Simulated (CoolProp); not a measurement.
Vapour-liquid equilibrium of R125 (1) + isobutane (2) at 238.8 K; x and y are mole fractions of (1).

Values from CoolProp's multi-fluid Helmholtz-energy mixture model, Lemmon 2005 and Bücker 2006; pair parameters Bell 2016.

```tsv
x	bubble pressure (MPa)	y at the bubble point	dew pressure at overall composition x (MPa)	liquid density (mol/L)
0.05	0.07255	0.493	___	10.68
0.2	0.1405	0.763	0.04712	10.82
0.35	0.1707	0.819	0.05747	10.96
0.5	___	0.839	___	11.14
0.65	0.1862	0.851	0.1015	11.36
0.8	___	0.871	0.1596	___
0.95	0.1928	___	0.1926	12.03
```

**Question.** What belongs in the gaps?

**Answer.** 
- 0.05, dew pressure at overall composition x (MPa): 0.03991
- 0.5, bubble pressure (MPa): 0.1817
- 0.5, dew pressure at overall composition x (MPa): 0.07352
- 0.8, bubble pressure (MPa): 0.1905
- 0.8, liquid density (mol/L): 11.65
- 0.95, y at the bubble point: 0.943

y crosses x between x = 0.8 and 0.95: the model has an azeotrope there.

Pair parameters are fitted to limited data, so mixtures are less certain than the pure fluids. With so large a gap from Raoult's law the liquid may split in two, which this calculation doesn't test in full.
